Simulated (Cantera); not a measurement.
Input: 1 mol FeCl2, 8.8 mol H2, held at 2200 K and 36.0 Pa.

Equilibrium computed with Cantera from the NASA thermochemical tables; the gas is ideal and each condensed phase is pure. Candidate condensed phases: Fe, FeCl2, FeCl3; 11 gas species. The numbers say what is thermodynamically allowed, not how fast it happens.

Task: What is the equilibrium state?

Result: 
```
Property                                Result
-----------------------------------  ---------
x(H2)                                    0.540
x(H)                                     0.218
x(HCl)                                   0.124
x(Fe)                                   0.0804
x(Cl)                                   0.0365
x(FeCl2)                              0.000400
x(FeCl)                                6.27e-5
gas amount                           12.37 mol
log10 activity of Fe(l) (absent)         -1.98
log10 activity of FeCl2(l) (absent)      -8.69
```
